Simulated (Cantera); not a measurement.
A closed system holds: 1 mol Al(CH3)3, 4.3 mol N2O, 97 mol H2, equilibrated at 2023 K and 3.53 Torr.

Cantera equilibrium calculation (NASA polynomials, part measured and part estimated; ideal gas, pure solids and liquids). Candidate condensed phases: Al, AlN, Al2O3, C, C6H6, C7H8, C8H18, H2O; 148 gas species. The feed counts by its element totals alone. The tables' values for AlOH are old estimates; treat these amounts as uncertain. Kinetics and transport are ignored.

Base state: H2 0.906, N2 0.0389, CO 0.0272, H 0.0264, Al 0.00114, H2O 0.000485, Al2O 0.000268, AlOH 4.98e-5 (mole fractions); condensed: Al2O3(s).

**Question.** What changes in the equilibrium state with this change: temperature from 2023 K to 1400 K?

**Answer.** 
| species | before | after |
|---|---|---|
| H2 | 0.906 | 0.933 |
| N2 | 0.0389 | 0.0389 |
| CO | 0.0272 | 0.0275 |
| H | 0.0264 | 6.85e-5 |
| Al | 0.00114 | 2.52e-8 |
| Al2O | 0.000268 | <1e-9 |
| AlOH | 4.98e-5 | 1.97e-9 |
| CH4 | <1e-9 | 1.04e-5 |
| AlH | 1.98e-5 | 3.06e-9 |
| Al2O3(s), mol | 0.403 | 0.436 |
| AlN(s), mol | 0 | 0.128 |
Mutual solubility and eutectic melting of coexisting phases are not modelled.
